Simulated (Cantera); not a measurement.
# Reactions in the system Cl-O-Sr

Source: NASA polynomial tables (part measured, part estimated), evaluated in Cantera. Values are per mole of reaction as written; species without (g) are pure solids or liquids, kept so even where they would boil at 1 bar.

3 SrO + 6 Cl(g) → 3 SrCl2 + O3(g)

```json
[
 {"T (K)": "425", "ΔH° (kJ)": "-1296.5", "ΔS° (J/K)": "-574.3", "ΔG° (kJ)": "-1052.4", "log10 K": "129.34", "condensed phases": "SrO(s), SrCl2(s)"},
 {"T (K)": "625", "ΔH° (kJ)": "-1295.5", "ΔS° (J/K)": "-572.6", "ΔG° (kJ)": "-937.6", "log10 K": "78.36", "condensed phases": "SrO(s), SrCl2(s)"},
 {"T (K)": "825", "ΔH° (kJ)": "-1291.6", "ΔS° (J/K)": "-567.3", "ΔG° (kJ)": "-823.6", "log10 K": "52.14", "condensed phases": "SrO(s), SrCl2(s)"},
 {"T (K)": "1025", "ΔH° (kJ)": "-1261.8", "ΔS° (J/K)": "-536.8", "ΔG° (kJ)": "-711.6", "log10 K": "36.26", "condensed phases": "SrO(s), SrCl2(s)"},
 {"T (K)": "1225", "ΔH° (kJ)": "-1193.2", "ΔS° (J/K)": "-476.4", "ΔG° (kJ)": "-609.6", "log10 K": "25.99", "condensed phases": "SrO(s), SrCl2(l)"},
 {"T (K)": "1425", "ΔH° (kJ)": "-1180.5", "ΔS° (J/K)": "-466.8", "ΔG° (kJ)": "-515.3", "log10 K": "18.89", "condensed phases": "SrO(s), SrCl2(l)"}
]
```
